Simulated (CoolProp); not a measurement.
Vapour pressure (kPa) of m-xylene: the reference equation beside estimates from Tc = 616.9 K, pc = 3535 kPa, ω = 0.326. Clausius-Clapeyron is anchored at 330.4 K with a constant enthalpy of vaporisation of 40.89 kJ/mol.

Model: reference Helmholtz-energy equation of state, Zhou 2012, in CoolProp.

```csv
T (K),reference,Lee-Kesler,Clausius-Clapeyron,van der Waals,Redlich-Kwong,Soave-Redlich-Kwong
330.4,5.830,5.433,5.830,154.3,19.72,5.553
344.7,10.80,10.20,10.81,201.0,32.89,10.37
359.1,18.93,18.12,19.16,257.3,52.29,18.34
373.4,31.45,30.44,32.37,323.0,79.32,30.70
387.8,50.13,49.03,52.80,399.8,116.2,49.27
402.2,76.85,75.84,83.14,488.1,164.6,75.99
416.5,113.5,112.9,126.5,587.8,226.1,112.9
430.9,163.1,163.1,187.7,700.8,303.5,163.0
445.2,227.7,228.7,270.9,826.4,397.8,228.5
459.6,311.1,313.4,382.9,966.6,512.1,313.5
474,416.2,420.0,530.0,1121,647.8,420.7
488.3,545.3,550.7,718.2,1290,805.7,552.8
502.7,703.9,710.8,958.4,1475,989.7,715.3
```

Absolute difference from the reference over all 13 rows, mean and median: Lee-Kesler 2.2 and 1.0 %, Clausius-Clapeyron 14.0 and 11.5 %, van der Waals 720.3 and 417.9 %, Redlich-Kwong 114.3 and 99.2 %, Soave-Redlich-Kwong 1.8 and 1.4 %.
